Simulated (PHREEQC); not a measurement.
0.016 g of hydrous ferric oxide (600 m²/g; 0.2 weak and 0.005 strong sites per Fe, Dzombak-Morel constants, diffuse double layer) in 1 kg of water with 0.001 mol/kgw of an inert sodium salt and 0.00048 mmol/kgw ZnSO4 and 0.00012 mmol/kgw NiCl2, at 25 °C; the pH is set by adding NaOH or the inert anion's acid. O2 is buffered at 0.21 atm. No CO2 enters from the air. Precipitation was switched off in this run.

Computed with PHREEQC (ion-association model, wateq4f.dat).

Q: Predict S sorbed (%) at pH = 4.88, 6.38.

A: 
| pH | S sorbed (%) |
|---|---|
| 4.88 | 99.1 |
| 6.38 | 25.1 |

The oxide is taken as insoluble; below pH 4 it would dissolve.
